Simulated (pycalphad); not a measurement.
Computed with pycalphad from the COST 507 light-alloy database (1999), at 1 atm. The database dates from 1999; later assessments differ in places, in temperatures and in the compounds included. Amounts are mole fractions of atoms. Diffusion is slow at the low end, where real alloys seldom reach equilibrium.

### Question
Give the equilibrium state of Ti-4.14Hf-5.51B (at.%) at 927 °C.

### Answer
```
T = 1200.00 K, P = 101325 Pa, N = 1 mol of atoms
G = -67886 J/mol, H = 21688 J/mol, S = 74.64 J/(mol K)  (SER reference)
chemical potentials (J/mol): Ti -59154, Hf -105746, B -182620
phase             fraction      x(Ti)      x(Hf)       x(B)
BCC_A2              0.8919     0.9528     0.0461     0.0012
BM                  0.1081     0.4972     0.0028     0.5000
```

### Question
Give the equilibrium state of Ti-4.14Hf-5.51B (at.%) at 402 °C.

### Answer
HCP_A3, fraction 0.890, with 4.6 Hf, 0.03 B at.%; BM, fraction 0.110, with 0.13 Hf, 50.0 B at.%.

Database names, with the compositions (at.%) that they take in these runs: BM: Ti 50 B 50. BCC_A2 is bcc; HCP_A3 is hcp.
